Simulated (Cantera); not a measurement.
An isothermal, constant-pressure homogeneous reactor starts with C3H8 : H2 = 1 : 28 (molar parts), at 1898 K and 20.0 Torr. Integrator tolerance rtol = 1e-08.

Computed with Cantera and GRI-Mech 3.0 (53 species, 325 reactions). GRI-Mech 3.0 was tuned for natural gas; its chemistry of propane as a main component is partial and can be far from experiment. GRI-Mech 3.0 stops at C3 and has no aromatics, soot or wall deposition, so with more carbon than oxygen in the feed, carbon stays in small species such as C2H2 where larger ones or solid carbon would form. Radical loss at walls, strong at low pressure, is not modelled.

Q: What does this change do: pressure from 20.0 Torr to 0.135 Torr?

A: 
| quantity | before | after |
|---|---|---|
| x(C3H8) at 20.0 s | <1e-12 (gas-phase equilibrium <1e-12) | <1e-12 (gas-phase equilibrium <1e-12) |
| x(H2) at 20.0 s | 0.948 (gas-phase equilibrium 0.948) | 0.944 (gas-phase equilibrium 0.899) |
| x(CH3) at 20.0 s | 1.52e-5 (gas-phase equilibrium 1.52e-5) | 0.000259 (gas-phase equilibrium 1.17e-6) |
| x(C2H6) at 20.0 s | 2.90e-10 (gas-phase equilibrium 2.90e-10) | 8.87e-9 (gas-phase equilibrium <1e-12) |
| x(C2H2) at 20.0 s | 0.0467 (gas-phase equilibrium 0.0467) | 0.0459 (gas-phase equilibrium 0.0455) |
